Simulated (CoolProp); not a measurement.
Octamethyltrisiloxane (MDM) along the isobar 101 kPa: density (kg/m³) from the reference equation and from simpler models built on Tc = 565.4 K, pc = 1438 kPa, ω = 0.528; each cubic takes its own stable root.

Computed with CoolProp (reference Helmholtz-energy equation of state, Thol 2017).

```csv
T (K),phase,reference
324.2,liquid,789.0
332.8,liquid,780.1
341.3,liquid,771.2
349.8,liquid,762.2
358.4,liquid,753.1
366.9,liquid,743.8
375.5,liquid,734.4
384,liquid,724.8
392.5,liquid,715.1
401.1,liquid,705.1
409.6,liquid,695.0
418.1,liquid,684.6
426.7,gas,7.267
435.2,gas,7.081
443.7,gas,6.907
452.3,gas,6.743
```

### Question
How far does each simpler model (van der Waals, Redlich-Kwong, Soave-Redlich-Kwong) lie from the reference over these 16 states: mean and median of the absolute difference, and the worst?

### Answer
- van der Waals: mean 71.3 %, median 98.9 %, worst -98.9 % at 418.1 K and 101 kPa
- Redlich-Kwong: mean 32.7 %, median 15.2 %, worst -98.9 % at 418.1 K and 101 kPa
- Soave-Redlich-Kwong: mean 6.9 %, median 8.8 %, worst -9.8 % at 324.2 K and 101 kPa

At some of these states van der Waals, Redlich-Kwong gives the other phase, because its saturation line lies elsewhere.
